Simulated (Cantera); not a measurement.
Charge: 1 mol CH₃F, 0.43 mol CH₄, at 1330 Pa.

Method: chemical equilibrium by Gibbs-energy minimisation in Cantera with the NASA 1993 tables (ideal gas, pure condensed phases). Candidate condensed phases: C, C₆H₆, C₇H₈, C₈H₁₈; 95 gas species. Equilibrium is a limit: real reactors are often held back by kinetics, nucleation or transport.

**Question.** What share of the C ends up in condensed phases as a function of T (°C), at 552, 752, 952, 1152, 1352, 1552, 1752, 1952, 2152, 2352, 2552, 2752, 2952, 3152?

**Answer.** 
```
T (°C)  C condensed (%)           as
------  ---------------  -----------
552                99.0  C(graphite)
752                99.9  C(graphite)
952               100.0  C(graphite)
1152              100.0  C(graphite)
1352              100.0  C(graphite)
1552               99.9  C(graphite)
1752               99.8  C(graphite)
1952               99.3  C(graphite)
2152               98.1  C(graphite)
2352               96.0  C(graphite)
2552               90.6  C(graphite)
2752               58.1  C(graphite)
2952                0.0            -
3152                0.0            -
```
